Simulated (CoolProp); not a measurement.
Aqueous ammonia as a coolant, at 13 °C, 1 atm.

The numbers come from the Melinder's fits for secondary coolants in CoolProp.

```json
[
 {"mass %": "5.4", "freezing point (°C)": "?", "conductivity (W/(m K))": "0.547", "Prandtl number": "10.1", "density (kg/m³)": "977.0", "viscosity (mPa s)": "1.31"},
 {"mass %": "7.2", "freezing point (°C)": "-9.2", "conductivity (W/(m K))": "?", "Prandtl number": "10.4", "density (kg/m³)": "970.0", "viscosity (mPa s)": "1.33"},
 {"mass %": "8.9", "freezing point (°C)": "-11.8", "conductivity (W/(m K))": "?", "Prandtl number": "10.8", "density (kg/m³)": "963.6", "viscosity (mPa s)": "1.35"},
 {"mass %": "10.7", "freezing point (°C)": "-14.8", "conductivity (W/(m K))": "?", "Prandtl number": "11.2", "density (kg/m³)": "957.1", "viscosity (mPa s)": "?"},
 {"mass %": "12.4", "freezing point (°C)": "-17.9", "conductivity (W/(m K))": "0.504", "Prandtl number": "11.7", "density (kg/m³)": "951.1", "viscosity (mPa s)": "1.41"},
 {"mass %": "14.1", "freezing point (°C)": "-21.3", "conductivity (W/(m K))": "0.495", "Prandtl number": "12.3", "density (kg/m³)": "945.3", "viscosity (mPa s)": "?"},
 {"mass %": "15.9", "freezing point (°C)": "-25.3", "conductivity (W/(m K))": "0.486", "Prandtl number": "12.8", "density (kg/m³)": "939.3", "viscosity (mPa s)": "1.48"},
 {"mass %": "17.6", "freezing point (°C)": "-29.6", "conductivity (W/(m K))": "0.477", "Prandtl number": "13.3", "density (kg/m³)": "933.8", "viscosity (mPa s)": "1.51"},
 {"mass %": "19.4", "freezing point (°C)": "-34.6", "conductivity (W/(m K))": "0.469", "Prandtl number": "13.8", "density (kg/m³)": "928.0", "viscosity (mPa s)": "?"},
 {"mass %": "21.1", "freezing point (°C)": "-40.0", "conductivity (W/(m K))": "0.462", "Prandtl number": "14.1", "density (kg/m³)": "922.7", "viscosity (mPa s)": "1.54"}
]
```

Question: What belongs in the gaps?

Answer: 
- 5.4, freezing point (°C): -6.6
- 7.2, conductivity (W/(m K)): 0.535
- 8.9, conductivity (W/(m K)): 0.525
- 10.7, conductivity (W/(m K)): 0.514
- 10.7, viscosity (mPa s): 1.38
- 14.1, viscosity (mPa s): 1.44
- 19.4, viscosity (mPa s): 1.53
